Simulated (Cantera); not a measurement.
Input (Python, Cantera) and output of one run.

```python
import numpy as np
import cantera as ct

gas_names = """
    H H2 Hg
""".split()
cond_names = """
    Hg(cr) Hg(L)
""".split()


def load(file, names, dense=False):
    # The tables refer to 1 bar. Condensed volumes are neglected.
    table = {s.name: s for s in ct.Species.list_from_file(file)}
    out = []
    for n in names:
        d = dict(table[n].input_data)
        d["thermo"] = dict(d["thermo"], **{"reference-pressure": 1e5})
        if dense:
            d["equation-of-state"] = {"model": "constant-volume", "density": "1e6 g/cm^3"}
        out.append(ct.Species.from_dict(d))
    return out


gas = ct.Solution(thermo="ideal-gas", species=load("nasa_gas.yaml", gas_names))
cond = {s.name: ct.Solution(thermo="fixed-stoichiometry", species=[s], name=s.name)
        for s in load("nasa_condensed.yaml", cond_names, dense=True)}
atoms = {
    'Hg': {'Hg': 1},
    'H2': {'H': 2},
}
top_T = {}  # K; cautious upper limits of use, not melting points


def equilibrate(T, P, feed):
    n = {}
    for name, mol in feed.items():
        for a, k in atoms[name].items():
            n[a] = n.get(a, 0.0) + k * mol
    gas.TPX = T, P, n
    mass = sum(n.values()) * gas.mean_molecular_weight
    gas.equilibrate("TP")
    valid = [c for c in cond.values() if c.min_temp <= T <= top_T.get(c.name, c.max_temp)]
    mix = ct.Mixture([(gas, mass / gas.mean_molecular_weight)] + [(c, 0.0) for c in valid])
    mix.T, mix.P = T, P
    mix.equilibrate("TP", solver="vcs", rtol=1e-11, max_steps=5000)
    return mix


results = []
feed = {'Hg': 1, 'H2': 0.11}  # mol
P = 850000  # Pa
for T in [475, 575, 675, 775, 875, 975, 1075, 1175, 1275, 1375, 1475, 1575]:
    mix = equilibrate(T, P, feed)
    results.append((T, P, feed, dict(zip(mix.species_names, mix.species_moles))))

top = {s: max(r[3][s] / sum(r[3][g] for g in gas_names) for r in results) for s in gas_names}
cols = sorted((s for s in top if top[s] > 1e-05), key=lambda s: -top[s])[:9]
seen = [c for c in cond_names if any(r[3].get(c, 0) > 1e-12 for r in results)]
print("log10 of partial pressures in bar; condensed amounts in mol")
print(f"{'T/K':>10s}" + "".join(f"{s[:9]:>10s}" for s in cols + seen))
for T, P, feed, n in results:
    ng = sum(n[g] for g in gas_names)
    print(f"{T:10.4g}" + "".join(f"{np.log10(max(n[s] / ng * P / 1e5, 1e-99)):10.3f}" for s in cols)
          + "".join(f"{n.get(c, 0):10.4g}" for c in seen))
```

It prints:

```
log10 of partial pressures in bar; condensed amounts in mol
       T/K        H2        Hg     Hg(L)
       475     0.928    -1.615    0.9997
       575     0.912    -0.470    0.9954
       675     0.804     0.328    0.9633
       775    -0.075     0.884         0
       875    -0.075     0.884         0
       975    -0.075     0.884         0
      1075    -0.075     0.884         0
      1175    -0.075     0.884         0
      1275    -0.075     0.884         0
      1375    -0.075     0.884         0
      1475    -0.075     0.884         0
      1575    -0.075     0.884         0
```

Method: chemical equilibrium by Gibbs-energy minimisation in Cantera with the NASA 1993 tables (ideal gas, pure condensed phases).
